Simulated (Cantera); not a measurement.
## Low-pressure radical oxidation in H2/O2

A perfectly stirred reactor is fed with 0.990 % H2, 61.9 % O2, 37.1 % N2, at 2300 Pa; it is held at 1450 K, and followed from long to short residence time.

Detailed kinetics in Cantera: the H2/O2 subset of GRI-Mech 3.0, which has no nitrogen chemistry. Radical loss at walls, strong at low pressure, is not modelled.

```
τ (s)        x H2   x O2      x OH   x H2O2      x O    x HO2
-------  --------  -----  --------  -------  -------  -------
0.35      4.25e-5  0.614  0.000965  9.40e-9  0.00360  3.76e-7
0.17      6.15e-5  0.613   0.00112  1.08e-8  0.00480  4.41e-7
0.084     8.84e-5  0.612   0.00125  1.19e-8  0.00593  4.97e-7
0.041    0.000132  0.611   0.00137  1.30e-8  0.00684  5.44e-7
0.020    0.000210  0.610   0.00149  1.42e-8  0.00738  5.86e-7
0.0097   0.000360  0.610   0.00163  1.58e-8  0.00754  6.29e-7
0.0047   0.000648  0.610   0.00181  1.82e-8  0.00735  6.81e-7
0.0023    0.00119  0.611   0.00203  2.13e-8  0.00679  7.37e-7
0.0011    0.00222  0.612   0.00221  2.40e-8  0.00573  7.84e-7
0.00055   0.00397  0.613   0.00213  2.32e-8  0.00417  7.87e-7
```
x: mole fraction; the columns are a selection and need not sum to one.
